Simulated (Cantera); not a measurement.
# CF4 + Si + H2 (fluorocarbon and chlorocarbon gases)

Charge: 1 mol CF4, 1.5 mol Si, 3.3 mol H2, equilibrated at 1248.15 K.

These are equilibrium values from Cantera (NASA tables, ideal gas, pure condensed phases), not measurements of a reactor. Candidate condensed phases: C, C6H6, C7H8, C8H18, Si, SiC; 113 gas species. The tables' values for SiF3, SiF2 are old estimates; treat these amounts as uncertain. Rates play no part.

```
P (Pa)   x H2  x SiF4     x HF    x SiF3   x SiHF3     x CH4  n C(graphite)  n SiC(s)
------  -----  ------  -------  --------  --------  --------  -------------  --------
1       0.749   0.213   0.0224    0.0146  0.000394   6.24e-8          0.494     0.506
6.80    0.756   0.220   0.0141   0.00928  0.000656   4.32e-7          0.496     0.504
46      0.760   0.224  0.00878   0.00583   0.00108   2.96e-6          0.498     0.502
320     0.762   0.227  0.00543   0.00362   0.00176   2.07e-5          0.500     0.500
2200    0.764   0.228  0.00336   0.00224   0.00287  0.000143          0.501     0.498
15000   0.763   0.228  0.00208   0.00139   0.00464  0.000973          0.500     0.496
100000  0.756   0.228  0.00129  0.000864   0.00741   0.00637          0.481     0.492
```
x: gas mole fraction; n: condensed amount in mol.

From 0.00750 Torr to 750 Torr the condensed part is C(graphite) + SiC(s). The main Si-bearing gas is SiF4 throughout.
